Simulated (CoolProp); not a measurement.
Vapour-liquid equilibrium of ethylbenzene (1) + o-xylene (2) at 310.6 K; x and y are mole fractions of (1).

The numbers come from the multi-fluid Helmholtz-energy mixture model, Zhou 2012 and Zhou 2012; pair parameters Bell 2016 in CoolProp.

| x | bubble pressure (bar) | y at the bubble point | dew pressure at overall composition x (bar) | liquid density (mol/L) |
|---|---|---|---|---|
| 0.05 | … | 0.069 | 0.01827 | 8.144 |
| 0.2 | 0.01956 | 0.265 | 0.01915 | 8.120 |
| 0.35 | 0.02076 | 0.437 | … | … |
| 0.5 | … | 0.588 | 0.02123 | 8.077 |
| 0.65 | … | 0.722 | 0.02243 | 8.058 |
| 0.8 | 0.02403 | 0.844 | … | 8.041 |
| 0.95 | 0.02494 | 0.961 | 0.02486 | … |

Q: Some entries are withheld; supply them.

A: 
- 0.05, bubble pressure (bar): 0.01838
- 0.35, dew pressure at overall composition x (bar): 0.02013
- 0.35, liquid density (mol/L): 8.098
- 0.5, bubble pressure (bar): 0.02193
- 0.65, bubble pressure (bar): 0.02302
- 0.8, dew pressure at overall composition x (bar): 0.02367
- 0.95, liquid density (mol/L): 8.026

No azeotrope shows between x = 0.05 and 0.95.

Pair parameters are fitted to limited data, so mixtures are less certain than the pure fluids.
